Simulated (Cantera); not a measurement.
# Adiabatic ignition

An adiabatic, constant-volume homogeneous reactor starts with 3.99 % CH4, 0.678 % C2H6, 14.3 % O2, 77.7 % N2, 3.27 % CO2, equivalence ratio 0.72, at 1023 K and 1.00 bar.

Detailed kinetics in Cantera: GRI-Mech 3.0 (53 species, 325 reactions).

```csv
t (s),T (K),P (bar),x CH4,x C2H6,x O2,x C2H2,x NO2,x CH3
5.00e-6,1023,1.00,0.0399,0.00678,0.143,<1e-12,<1e-12,1.95e-10
1.69e-5,1023,1.00,0.0399,0.00678,0.143,<1e-12,<1e-12,6.57e-10
5.74e-5,1023,1.00,0.0399,0.00678,0.143,<1e-12,<1e-12,2.20e-9
0.000195,1023,1.00,0.0399,0.00678,0.143,<1e-12,<1e-12,7.21e-9
0.000660,1023,1.00,0.0399,0.00678,0.143,<1e-12,<1e-12,2.17e-8
0.00224,1023,1.00,0.0399,0.00678,0.143,<1e-12,<1e-12,5.19e-8
0.00758,1023,1.00,0.0399,0.00678,0.143,<1e-12,<1e-12,9.17e-8
0.0257,1023,1.00,0.0399,0.00677,0.143,1.12e-11,<1e-12,3.47e-7
0.0871,2323,2.29,<1e-12,<1e-12,0.0399,<1e-12,9.77e-7,<1e-12
0.295,2311,2.27,<1e-12,<1e-12,0.0373,<1e-12,4.66e-6,<1e-12
1.00,2311,2.27,<1e-12,<1e-12,0.0373,<1e-12,4.68e-6,<1e-12
```
x: mole fraction; the columns are a selection and need not sum to one.

```json
{
 "time_of_steepest_temperature_rise": "76.7 ms",
 "temperature at 1.00 s": "2311 K",
 "equilibrium_temperature": "2311 K",
 "x(CH4) at 1.00 s": "<1e-12 (gas-phase equilibrium <1e-12)",
 "x(C2H6) at 1.00 s": "<1e-12 (gas-phase equilibrium <1e-12)",
 "x(O2) at 1.00 s": "0.0373 (gas-phase equilibrium 0.0373)"
}
```
